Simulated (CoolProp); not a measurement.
Values from CoolProp's reference Helmholtz-energy equation of state, Lemmon 2005. It is a short technical equation, of lower accuracy than the large ones.

Problem. For 1-butene, give the phase and the cv (kJ/(kg K)), Joule-Thomson coefficient (K/MPa), isothermal compressibility (1/MPa), expansivity (1/kK) at -93.95 °C and 0.0165 MPa.

Solution. 
- -93.95 °C and 0.0165 MPa: liquid; cv 1.30, Joule-Thomson coefficient -0.534, isothermal compressibility 0.000843, expansivity 1.45
